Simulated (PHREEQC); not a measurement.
# Leach liquor

Consider water at 48 °C with 3.9 mmol/kgw HCl, 8 mmol/kgw MnSO4 and 0.42 mmol/kgw Na2SO4. Closed to the air; pH follows from the charge balance.

All values are PHREEQC results (ion-association model, phreeqc.dat), not measurements.

Precipitation was switched off in this run.

Q: What pH, specific conductance does the model give?

A: pH 2.63; specific conductance 3630 µS/cm.

Q: In which forms is Na present?

A: Na+ 99 %, NaSO4- 1.5 % of the Na.

At this temperature some constants are extrapolated from 25 °C, and those without enthalpy data are left unchanged.
